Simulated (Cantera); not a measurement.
An adiabatic, constant-pressure homogeneous reactor starts with 31.7 % CO, 1.84 % H₂, 12.0 % O₂, 45.0 % N₂, 9.51 % CO₂, equivalence ratio 1.4, at 1350 K and 1.00 bar.

Detailed kinetics in Cantera: GRI-Mech 3.0 (53 species, 325 reactions).

x: mole fraction; the columns are a selection and need not sum to one.

```tsv
t (s)	T (K)	x CO	x H₂	x O₂	x O	x H₂O₂
1.00e-6	1350	0.317	0.0184	0.120	1.46e-8	<1e-12
3.76e-6	1350	0.317	0.0184	0.120	5.57e-8	4.81e-12
1.41e-5	1350	0.317	0.0184	0.120	7.10e-7	1.36e-10
5.32e-5	1367	0.312	0.0133	0.113	0.00335	6.97e-7
0.000200	___	___	___	___	___	___
0.000752	2457	0.178	0.00150	0.0327	0.00853	2.28e-8
0.00283	2643	0.157	0.00125	0.0220	0.00435	2.18e-8
0.0106	2641	0.157	0.00126	0.0202	0.00400	2.10e-8
0.0400	2639	0.157	0.00127	0.0199	0.00395	2.08e-8
0.150	2639	0.157	0.00127	0.0199	0.00395	2.08e-8
0.566	2639	0.157	0.00127	0.0199	0.00395	2.08e-8
2.13	2639	0.157	0.00127	0.0199	0.00395	2.08e-8
8.00	2639	0.157	0.00127	0.0199	0.00395	2.08e-8
```

Question: Some entries are withheld; supply them.

Answer: 
- 0.000200, T (K): 2021
- 0.000200, x CO: 0.214
- 0.000200, x H₂: 0.00190
- 0.000200, x O₂: 0.0477
- 0.000200, x O: 0.0228
- 0.000200, x H₂O₂: 7.98e-8
